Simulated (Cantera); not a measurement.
What does this Cantera script print?

```python
import numpy as np
import cantera as ct

gas_names = [...]  # 113 gases of nasa_gas.yaml made of C, F, H, Si
cond_names = """
    C(gr) C6H6(L) C7H8(L) C8H18(L),n-octa Si(cr) Si(L) SiC(b)
""".split()


# ... load() reads the species with a 1 bar reference pressure and builds the phases ...
atoms = {
    'SiF4': {'Si': 1, 'F': 4},
    'C2H2': {'C': 2, 'H': 2},
    'H2': {'H': 2},
}
top_T = {'C(gr)': 4500, 'SiC(b)': 3050}  # K; cautious upper limits of use, not melting points


# ... equilibrate(T, P, feed) seeds the gas with the atoms and calls Mixture.equilibrate('TP', solver="vcs", rtol=1e-11, max_steps=5000) ...
results = []
feed = {'SiF4': 1, 'C2H2': 0.1, 'H2': 370}  # mol
T = 1200  # K
P = 38000  # Pa
mix = equilibrate(T, P, feed)
results.append((T, P, feed, dict(zip(mix.species_names, mix.species_moles))))
print(gas.report(threshold=1e-05))
for i in range(1, mix.n_phases):
    print(f"{mix.phase(i).name:16s} {mix.phase_moles(i):12.5e} mol")
```

Output:

```
       temperature   1200 K
          pressure   38000 Pa
           density   0.0087549 kg/m^3
  mean mol. weight   2.2987 kg/kmol
   phase of matter   gas

                          1 kg             1 kmol
                     ---------------   ---------------
          enthalpy         9.848e+06        2.2638e+07  J
   internal energy        5.5076e+06         1.266e+07  J
           entropy             78649        1.8079e+05  J/K
    Gibbs function        -8.453e+07       -1.9431e+08  J
 heat capacity c_p             13621             31310  J/K
 heat capacity c_v             10004             22996  J/K

                      mass frac. Y      mole frac. X     chem. pot. / RT
                     ---------------   ---------------   ---------------
               CH4         0.0037632        0.00053921             -42.1
                HF          0.002689        0.00030896           -59.525
                H2           0.87391           0.99646           -18.949
              SiF3        0.00099012        2.6751e-05           -159.62
              SiF4           0.10871         0.0024011           -209.67
             SiHF3         0.0095321        0.00025452            -169.1
            SiH2F2        0.00039249        1.3249e-05           -128.52
     [ +106 minor]        1.3474e-05        8.3187e-07

C(gr)             0.00000e+00 mol
Si(cr)            0.00000e+00 mol
SiC(b)            0.00000e+00 mol
```

Method: chemical equilibrium by Gibbs-energy minimisation in Cantera with the NASA 1993 tables (ideal gas, pure condensed phases). The tables' values for SiF3 are old estimates; treat these amounts as uncertain.
